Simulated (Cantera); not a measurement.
A closed system holds: 1 mol Ta, 0.14 mol CO₂, 400 mol H₂.

Cantera equilibrium calculation (NASA polynomials, part measured and part estimated; ideal gas, pure solids and liquids). Candidate condensed phases: C, C₆H₆, C₇H₈, C₈H₁₈, H₂O, Ta, TaC, Ta₂O₅; 113 gas species. Mutual solubility and eutectic melting of coexisting phases are not modelled. TaC: taken at fixed stoichiometry. Condensed phases not in the tables: Ta₂C, N, O or C dissolved in the metal. Rates play no part.

Stable condensed phases, one row left out:

```
T in K \ P in Pa
            0.10    0.50     2.5      13      63     320    1600    7900   40000  200000 1000000
   2425        A       A       A       A       A       A       A       A       A       A       A
   2225        A       A       A       A       A       A       A       A       A       A       B
   2025        A       A       A       A       A       A       A       A       A       A       B
   1825        A       A       A       A       A       A       A       A       B       B       B
   1625        A       A       C       C       C       C       C       D       D       D       D
   1425        C       C       C       C       D       D       D       D       D       D       D
   1025        D       D       D       D       D       D       D       D       D       D       D
    825        D       D       D       D       D       D       D       D       D       D       D
```

A: Ta; B: Ta + TaC; C: Ta + Ta₂O₅; D: Ta + TaC + Ta₂O₅.

Question: Give the row for 1225 K.

Answer: 0.10: Ta + TaC + Ta₂O₅; 0.50: Ta + TaC + Ta₂O₅; 2.5: Ta + TaC + Ta₂O₅; 13: Ta + TaC + Ta₂O₅; 63: Ta + TaC + Ta₂O₅; 320: Ta + TaC + Ta₂O₅; 1600: Ta + TaC + Ta₂O₅; 7900: Ta + TaC + Ta₂O₅; 40000: Ta + TaC + Ta₂O₅; 200000: Ta + TaC + Ta₂O₅; 1000000: Ta + TaC + Ta₂O₅.
